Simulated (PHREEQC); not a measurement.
Make-up at 25 °C: 130 mmol/kgw TMAH and 3.1 mmol/kgw K2SO4. Closed to the air; pH follows from the charge balance.

The numbers come from PHREEQC with the ion-association model, wateq4f.dat.

No solid was allowed to form.

Question: Estimate the pH.

Answer: pH 12.98.

Question: In which forms is S present?

Answer: SO4-2 99 %, KSO4- 1.4 % of the S.

(CH3)4N+ isn't in the database: it is added as a free cation with an ion size of 4 Å.
